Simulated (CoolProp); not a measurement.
Aqueous potassium acetate as a coolant, 43 % by mass, freezing at -48.3 °C, 1 atm.

Model: Melinder's fits for secondary coolants, in CoolProp.

```
T (°C)  viscosity (mPa s)  Prandtl number  cp (kJ/(kg K))  density (kg/m³)
------  -----------------  --------------  --------------  ---------------
-14.9                15.3             100           2.792             1248
-7.3                 10.4            67.6           2.811             1245
0.3                  7.50            48.2           2.831             1242
8                    5.64            35.8           2.850             1239
15.6                 4.43            27.8           2.870             1235
23.2                 3.57            22.2           2.889             1231
30.9                 2.94            18.1           2.910             1227
38.5                 2.45            15.0           2.930             1223
```
